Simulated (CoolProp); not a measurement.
Hexamethyldisiloxane (MM) along the isotherm 363.8 K: fugacity coefficient from the reference equation and from simpler models built on Tc = 518.7 K, pc = 19.31 bar, ω = 0.418; each cubic takes its own stable root.

Values from CoolProp's reference Helmholtz-energy equation of state, Thol 2016.

```tsv
p (bar)	phase	reference
2.41	liquid	0.3014
4.83	liquid	0.1533
7.24	liquid	0.1042
9.66	liquid	0.07958
12.1	liquid	0.06475
14.5	liquid	0.05505
16.9	liquid	0.04812
19.3	liquid	0.04293
21.7	liquid	0.03890
24.1	liquid	0.03568
26.6	liquid	0.03296
29	liquid	0.03080
```

Question: How far does each simpler model (van der Waals, Redlich-Kwong, Soave-Redlich-Kwong, Peng-Robinson) lie from the reference over these 12 states: mean and median of the absolute difference, and the worst?

Answer: 
- van der Waals: mean 373.8 %, median 386.4 %, worst +417.9 % at 363.8 K and 29 bar
- Redlich-Kwong: mean 121.6 %, median 121.7 %, worst +124.5 % at 363.8 K and 29 bar
- Soave-Redlich-Kwong: mean 1.4 %, median 1.4 %, worst +2.1 % at 363.8 K and 29 bar
- Peng-Robinson: mean 0.3 %, median 0.3 %, worst -0.6 % at 363.8 K and 29 bar

At some of these states van der Waals gives the other phase, because its saturation line lies elsewhere.
